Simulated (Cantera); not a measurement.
What does this Cantera script print?

```python
import numpy as np
import cantera as ct

gas_names = """
    F FO FO2 F2 F2O N NF NF2 NF3 NO NO2 NO3 N2 N2O O O2 O3 Si SiF SiF2 SiF3 SiF4 SiN SiO SiO2 Si2 Si2N
    Si3
""".split()
cond_names = """
    Si(cr) Si(L) SiO2(Lqz) SiO2(hqz) SiO2(L) Si2N2O(s) Si3N4(a)
""".split()


# ... load() reads the species with a 1 bar reference pressure and builds the phases ...
atoms = {
    'SiO2': {'Si': 1, 'O': 2},
    'NF3': {'N': 1, 'F': 3},
    'F2': {'F': 2},
}
top_T = {'Si2N2O(s)': 2100, 'Si3N4(a)': 2400}  # K; cautious upper limits of use, not melting points


# ... equilibrate(T, P, feed) seeds the gas with the atoms and calls Mixture.equilibrate('TP', solver="vcs", rtol=1e-11, max_steps=5000) ...
results = []
feed = {'SiO2': 1, 'NF3': 0.59, 'F2': 0.85}  # mol
T = 1348  # K
P = 1100  # Pa
mix = equilibrate(T, P, feed)
results.append((T, P, feed, dict(zip(mix.species_names, mix.species_moles))))
x = sorted(zip(gas.X, gas.species_names), reverse=True)
print(f"T = {T:g} K  P = {P:g} Pa  gas = {mix.phase_moles(0):.4g} mol")
print("   x: " + "  ".join(f"{s} {v:.3e}" for v, s in x if v > 0.0001))
print("   condensed (mol): " + ("  ".join(f"{mix.phase(i).name} {mix.phase_moles(i):.4g}"
      for i in range(1, mix.n_phases) if mix.phase_moles(i) > 1e-12) or "none"))
```

It prints:

```
T = 1348 K  P = 1100 Pa  gas = 2.03 mol
   x: SiF4 4.273e-01  O2 4.272e-01  N2 1.452e-01  NO 3.275e-04
   condensed (mol): SiO2(hqz) 0.1325
```

Equilibrium computed with Cantera from the NASA thermochemical tables; the gas is ideal and each condensed phase is pure. The tables hold silica as quartz up to 1696 K and as liquid above; real silica turns to tridymite and cristobalite and melts near 1996 K.
